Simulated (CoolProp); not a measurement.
Computed with CoolProp (reference Helmholtz-energy equation of state, Lemmon 2006). It is a short technical equation, of lower accuracy than the large ones.

Question: For hydrogen sulfide, give the phase and the cp (kJ/(kg K)), speed of sound (m/s), isothermal compressibility (1/MPa), expansivity (1/kK) at 401.2 K and 6420 kPa; 575.7 K and 6420 kPa.

Answer: 
- 401.2 K and 6420 kPa: gas; cp 1.62, speed of sound 317, isothermal compressibility 0.209, expansivity 5.57
- 575.7 K and 6420 kPa: gas; cp 1.25, speed of sound 417, isothermal compressibility 0.164, expansivity 2.14
